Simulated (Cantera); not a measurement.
Thermodynamics of halide evaporation, hydrolysis and transport, feed FeCl₃ + HCl + N₂

Charge: 1 mol FeCl₃, 0.49 mol HCl, 39 mol N₂, at 925 °C and 0.0975 Torr.

Method: chemical equilibrium by Gibbs-energy minimisation in Cantera with the NASA 1993 tables (ideal gas, pure condensed phases). Candidate condensed phases: Fe, FeCl₂, FeCl₃, NH₄Cl; 18 gas species. The numbers say what is thermodynamically allowed, not how fast it happens.

- x(N₂): 0.942
- x(FeCl₂): 0.0238
- x(Cl): 0.0193
- x(HCl): 0.0118
- x(Cl₂): 0.00225
- x(FeCl₃): 0.000402
- gas amount: 41.38 mol
- log10 activity of FeCl₂(l) (absent): -5.00
- log10 activity of Fe(γ) (absent): -7.44
